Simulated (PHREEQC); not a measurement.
Solution (25 °C): 0.023 mol CO2 per kg of water. Closed to the air; pH follows from the charge balance.

All values are PHREEQC results (ion-association model, phreeqc.dat), not measurements.

| quantity | before | after |
|---|---|---|
| pH | 4.00 | 4.35 |
| ionic strength (mol/kgw) | 0.000102 | 4.54e-5 |
| HCO3- (mol/kgw) | 0.000102 | 4.53e-5 |

Task: Which change was made?
(A) diluted 5-fold with water
(B) CO2 replaced by KHCO3 at the same molality
(C) CO2 replaced by Na2CO3 at the same molality
(D) diluted 100-fold with water
(E) CO2 from 0.023 to 0.0115 mol/kgw

Result: A, diluted 5-fold with water

Precipitation was switched off in this run.
